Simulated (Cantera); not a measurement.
Feed: 1 mol SiO₂, 0.12 mol MgCl₂, 0.54 mol O₂, at 925 K and 10000 Pa.

Cantera equilibrium calculation (NASA polynomials, part measured and part estimated; ideal gas, pure solids and liquids). Candidate condensed phases: Mg, MgCl₂, MgO, MgSiO₃, Mg₂SiO₄, Si, SiO₂; 20 gas species. Condensed phases not in the tables: alloys, solid solutions and most ternary compounds. Rates play no part.

Base state: O₂ 0.800, Cl₂ 0.200, Cl 0.000164 (mole fractions); condensed: MgSiO₃(s) + SiO₂(β-quartz).

**Question.** What changes in the equilibrium state with this change: SiO₂ replaced by TiO₂?

**Answer.** 
```
species                before     after
-------------------  --------  --------
O₂                      0.800     0.800
Cl₂                     0.200     0.200
Cl                   0.000164  0.000164
MgSiO₃(s), mol          0.120         0
SiO₂(β-quartz), mol     0.880         0
MgTi₂O₅(s), mol             0     0.120
TiO₂(rutile), mol           0     0.760
```
Condensed phases not in the tables: TiOCl, alloys, solid solutions and most ternary compounds. Further candidate phases: MgTiO₃, MgTi₂O₅, Mg₂TiO₄, Ti, TiCl₂, TiCl₃, TiCl₄, TiO, TiO₂, Ti₂O₃, Ti₃O₅, Ti₄O₇.
